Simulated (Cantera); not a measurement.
An adiabatic, constant-pressure homogeneous reactor starts with CO : H2 : CH4 : O2 : N2 = 1 : 0.048 : 0.037 : 0.657 : 2.47 (molar parts), at 1823 K and 233 Torr. Integrator tolerance rtol = 1e-08.

Cantera simulation using GRI-Mech 3.0 (53 species, 325 reactions); the numbers are that mechanism's predictions, not measurements.

What does this change do: CH4 0.037 to 0.09 parts?


```csv
quantity,before,after
time of steepest temperature rise,64.9 µs,0.105 ms
temperature at 1.00 s,2733 K,2753 K
equilibrium temperature,2733 K,2753 K
x(CO) at 1.00 s,0.120 (gas-phase equilibrium 0.120),0.137 (gas-phase equilibrium 0.137)
x(H2) at 1.00 s,0.00242 (gas-phase equilibrium 0.00242),0.00578 (gas-phase equilibrium 0.00578)
x(CH4) at 1.00 s,<1e-12 (gas-phase equilibrium <1e-12),<1e-12 (gas-phase equilibrium <1e-12)
x(H2O2) at 1.00 s,2.87e-8 (gas-phase equilibrium 2.87e-8),4.91e-8 (gas-phase equilibrium 4.91e-8)
x(NO) at 1.00 s,0.0155 (gas-phase equilibrium 0.0155),0.0136 (gas-phase equilibrium 0.0136)
```

What does this change do: pressure from 233 Torr to 750 Torr?


| quantity | before | after |
|---|---|---|
| time of steepest temperature rise | 64.9 µs | 20.5 µs |
| temperature at 1.00 s | 2733 K | 2830 K |
| equilibrium temperature | 2733 K | 2830 K |
| x(CO) at 1.00 s | 0.120 (gas-phase equilibrium 0.120) | 0.112 (gas-phase equilibrium 0.112) |
| x(H2) at 1.00 s | 0.00242 (gas-phase equilibrium 0.00242) | 0.00218 (gas-phase equilibrium 0.00218) |
| x(CH4) at 1.00 s | <1e-12 (gas-phase equilibrium <1e-12) | <1e-12 (gas-phase equilibrium <1e-12) |
| x(H2O2) at 1.00 s | 2.87e-8 (gas-phase equilibrium 2.87e-8) | 6.34e-8 (gas-phase equilibrium 6.34e-8) |
| x(NO) at 1.00 s | 0.0155 (gas-phase equilibrium 0.0155) | 0.0173 (gas-phase equilibrium 0.0173) |

What does this change do: initial temperature 1823 to 1600 K?


| quantity | before | after |
|---|---|---|
| time of steepest temperature rise | 64.9 µs | 0.114 ms |
| temperature at 1.00 s | 2733 K | 2675 K |
| equilibrium temperature | 2733 K | 2675 K |
| x(CO) at 1.00 s | 0.120 (gas-phase equilibrium 0.120) | 0.106 (gas-phase equilibrium 0.106) |
| x(H2) at 1.00 s | 0.00242 (gas-phase equilibrium 0.00242) | 0.00217 (gas-phase equilibrium 0.00217) |
| x(CH4) at 1.00 s | <1e-12 (gas-phase equilibrium <1e-12) | <1e-12 (gas-phase equilibrium <1e-12) |
| x(H2O2) at 1.00 s | 2.87e-8 (gas-phase equilibrium 2.87e-8) | 2.75e-8 (gas-phase equilibrium 2.75e-8) |
| x(NO) at 1.00 s | 0.0155 (gas-phase equilibrium 0.0155) | 0.0138 (gas-phase equilibrium 0.0138) |
